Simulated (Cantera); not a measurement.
A Cantera script and its output.

```python
import numpy as np
import cantera as ct

surf = ct.Interface("ptcombust.yaml", "Pt_surf")
gas = surf.adjacent["gas"]
gas.TPX = 300, 18000, {'H2': 0.014, 'O2': 0.061, 'N2': 0.79}
jet = ct.ImpingingJet(gas=gas, width=0.056, surface=surf)
jet.inlet.mdot, jet.inlet.T, jet.inlet.X = 0.11, 300, {'H2': 0.014, 'O2': 0.061, 'N2': 0.79}
jet.set_refine_criteria(ratio=10, slope=0.2, curve=0.3)
show, cover = ['H2', 'O2', 'H2O', 'OH'], ["PT(S)", "H(S)", "O(S)", "OH(S)", "CO(S)", "C(S)"]

rows = []
print(f"{'Ts/K':>7s}" + "".join(f"{s:>11s}" for s in show + cover) + "   (gas at the wall, coverages)")
for i, Ts in enumerate([500, 550, 600, 650, 700, 750]):
    jet.surface.T = Ts
    if i == 0:
        surf.TP = Ts, 18000
        surf.coverages = "PT(S):0.5, O(S):0.5"
        surf.advance_coverages(1.0)
        jet.set_initial_guess(products="inlet")
    jet.solve(loglevel=0, auto=(i == 0))
    rows.append([*(jet.X[gas.species_index(s), -1] for s in show), *surf[cover].coverages])
    print(f"{Ts:7g}" + "".join(f"{x:11.3e}" for x in rows[-1]))
```

Output:

```
   Ts/K         H2         O2        H2O         OH      PT(S)       H(S)       O(S)      OH(S)      CO(S)       C(S)   (gas at the wall, coverages)
    500  1.371e-03  5.450e-02  2.930e-02  1.025e-15  3.686e-02  8.398e-10  9.456e-01  1.748e-02  4.894e-17  7.848e-31
    550  1.365e-03  5.455e-02  2.906e-02  3.913e-14  3.894e-02  8.572e-10  9.511e-01  9.992e-03  1.673e-18  8.213e-27
    600  1.359e-03  5.460e-02  2.885e-02  8.066e-13  4.094e-02  1.115e-09  9.528e-01  6.223e-03  1.858e-17  1.649e-26
    650  1.343e-03  5.463e-02  2.867e-02  1.032e-11  4.328e-02  1.713e-09  9.526e-01  4.161e-03  1.720e-18  3.302e-26
    700  1.254e-03  5.458e-02  2.865e-02  8.962e-11  4.851e-02  3.043e-09  9.484e-01  3.046e-03  1.296e-19  2.374e-25
    750  1.002e-03  5.435e-02  2.897e-02  5.343e-10  6.412e-02  6.918e-09  9.334e-01  2.522e-03  1.615e-20  3.741e-26
```

Computed with Cantera and Deutschmann's 1995 Pt surface mechanism with GRI-Mech 3.0 gas chemistry. Catalytic surfaces can have several steady states; this one follows from the mechanism file's or the stated starting coverage.
